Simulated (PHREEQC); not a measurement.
Make-up at 20 °C: 0.12 mol/kgw NiSO4, 0.00022 mol/kgw ZnCl2, 0.00025 mol/kgw NaH2PO4 and 0.23 mol/kgw Na2SO4. Closed to the air; pH follows from the charge balance.

Model: ion-association model, wateq4f.dat, run in PHREEQC.

Precipitation was switched off in this run.

Order these P species by the share of P that they hold, largest first: NaHPO4-, HPO4-2, H2PO4-.

H2PO4- (93 %), HPO4-2 (6.4 %), NaHPO4- (0.98 %)

The pH is 5.51 and the ionic strength 0.717 mol/kgw. Examples of supersaturated solids here: Ni3(PO4)2. Others may be too. Caution: at this ionic strength the ion-association model is outside its range; a Pitzer model would be the better tool where its parameters exist. Species that the database lacks are ignored. H3PO4, which wateq4f.dat lacks, is added to it with the constant of phreeqc.dat. The database has no phosphate complexes of Zn, Ni.
